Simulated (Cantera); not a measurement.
A closed system holds: 1 mol FeS2, 16 mol H2, 1.6 mol N2, held at 1330 Pa.

Cantera equilibrium calculation (NASA polynomials, part measured and part estimated; ideal gas, pure solids and liquids). Candidate condensed phases: Fe, FeS, FeS2, S; 16 gas species. Metal and sulfide melt together well below either melting point, which pure phases cannot show. Mutual solubility and eutectic melting of coexisting phases are not modelled. FeS: taken at fixed stoichiometry. The numbers say what is thermodynamically allowed, not how fast it happens.

Question: What share of the Fe ends up in condensed phases as a function of T (K), at 1523, 1573, 1623, 1673, 1723, 1773, 1823, 1873, 1923, 1973?

Answer: 
```csv
T (K),Fe condensed (%),as
1523,100.0,FeS(l)
1573,100.0,FeS(l)
1623,99.9,FeS(l)
1673,99.6,FeS(l)
1723,98.8,FeS(l)
1773,97.3,Fe(δ) + FeS(l)
1823,94.3,Fe(l)
1873,89.0,Fe(l)
1923,79.1,Fe(l)
1973,61.8,Fe(l)
```
